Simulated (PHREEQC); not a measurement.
Consider water at 25 °C with 0.24 mol CdCl2, 0.058 mol ZnCl2, 0.016 mol HCl and 0.00035 mol Na2SO4 per kg of water. Closed to the air; pH follows from the charge balance.

All values are PHREEQC results (ion-association model, phreeqc.dat), not measurements.

```json
{
 "pH": "1.91",
 "ionic_strength": "0.362 mol/kgw",
 "activity_of_water": "0.990",
 "density": "1.042 g/cm³",
 "total_alkalinity": "-16.0 meq/kg"
}
```

| species | molality | activity | log γ |
|---|---|---|---|
| Cl- | 0.281 | 0.189 | -0.173 |
| CdCl+ | 0.136 | 0.0993 | -0.136 |
| CdCl2 | 0.0720 | 0.0783 | 0.036 |
| Zn+2 | 0.0477 | 0.0115 | -0.618 |
| Cd+2 | 0.0193 | 0.00550 | -0.545 |
| H+ | 0.0159 | 0.0124 | -0.110 |

This is a speciation only: nothing precipitates in the calculation.
